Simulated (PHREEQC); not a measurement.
Dissolve 0.023 mol/kgw Cu(BF4)2, 0.037 mol/kgw Cu(NO3)2 and 0.0025 mol/kgw H3PO4 at 20 °C. Closed to the air; pH follows from the charge balance.

All values are PHREEQC results (ion-association model, wateq4f.dat), not measurements.

Precipitation was switched off in this run.

Question: Estimate the pH, ionic strength.

Answer: pH 2.55; ionic strength 0.182 mol/kgw.

Question: In which forms is P present?

Answer: H2PO4- 78 %, H3PO4 22 % of the P.

H3PO4, which wateq4f.dat lacks, is added to it with the constant of phreeqc.dat. Real BF4- forms and hydrolyses slowly; the run takes it at equilibrium. The database has no phosphate complexes of Cu.
